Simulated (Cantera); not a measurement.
A perfectly stirred reactor is fed with C2H6 : H2 = 1 : 37 (molar parts), at 100000 Pa; it is held at 1248 K, and followed from long to short residence time.

Detailed kinetics in Cantera: GRI-Mech 3.0 (53 species, 325 reactions). GRI-Mech 3.0 stops at C3 and has no aromatics, soot or wall deposition, so with more carbon than oxygen in the feed, carbon stays in small species such as C2H2 where larger ones or solid carbon would form.

What does this change do: C2H6 1 to 1.4 parts?


```
quantity                  before    after
----------------------  --------  -------
x(C2H6) at τ = 0.480 s   0.00123  0.00170
x(H2) at τ = 0.480 s       0.962    0.948
x(C2H2) at τ = 0.480 s   0.00169  0.00240
x(CH3) at τ = 0.480 s    2.69e-6  3.62e-6
x(C2H4) at τ = 0.480 s    0.0109   0.0153
x(C2H6) at τ = 15.0 ms   0.00626  0.00864
x(H2) at τ = 15.0 ms       0.970    0.959
x(C2H2) at τ = 15.0 ms  0.000728  0.00101
x(CH3) at τ = 15.0 ms    2.68e-6  3.65e-6
x(C2H4) at τ = 15.0 ms    0.0151   0.0209
```

What does this change do: H2 37 to 120 parts?


```csv
quantity,before,after
x(C2H6) at τ = 0.480 s,0.00123,0.000383
x(H2) at τ = 0.480 s,0.962,0.988
x(C2H2) at τ = 0.480 s,0.00169,0.000510
x(CH3) at τ = 0.480 s,2.69e-6,8.94e-7
x(C2H4) at τ = 0.480 s,0.0109,0.00336
x(C2H6) at τ = 15.0 ms,0.00626,0.00199
x(H2) at τ = 15.0 ms,0.970,0.991
x(C2H2) at τ = 15.0 ms,0.000728,0.000228
x(CH3) at τ = 15.0 ms,2.68e-6,8.52e-7
x(C2H4) at τ = 15.0 ms,0.0151,0.00480
```
